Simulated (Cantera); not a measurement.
An adiabatic, constant-volume homogeneous reactor starts with CO : H₂ : CH₄ : O₂ : N₂ : H₂O = 1 : 0.049 : 0.093 : 0.355 : 1.34 : 0.14 (molar parts), equivalence ratio 2.0, at 1775 K and 0.987 atm.

Detailed kinetics in Cantera: GRI-Mech 3.0 (53 species, 325 reactions).

Predict: time of steepest temperature rise; temperature at 1.00 s; equilibrium temperature; x(CO) at 1.00 s; x(H₂) at 1.00 s; x(HCN) at 1.00 s; x(NO₂) at 1.00 s; x(O) at 1.00 s.


```json
{
  "time_of_steepest_temperature_rise": "53.0 µs",
  "temperature at 1.00 s": "2935 K",
  "equilibrium_temperature": "2935 K",
  "x(CO) at 1.00 s": "0.253 (gas-phase equilibrium 0.253)",
  "x(H₂) at 1.00 s": "0.0249 (gas-phase equilibrium 0.0249)",
  "x(HCN) at 1.00 s": "2.59e-8 (gas-phase equilibrium 2.59e-8)",
  "x(NO₂) at 1.00 s": "1.20e-6 (gas-phase equilibrium 1.20e-6)",
  "x(O) at 1.00 s": "0.00702 (gas-phase equilibrium 0.00702)"
}
```
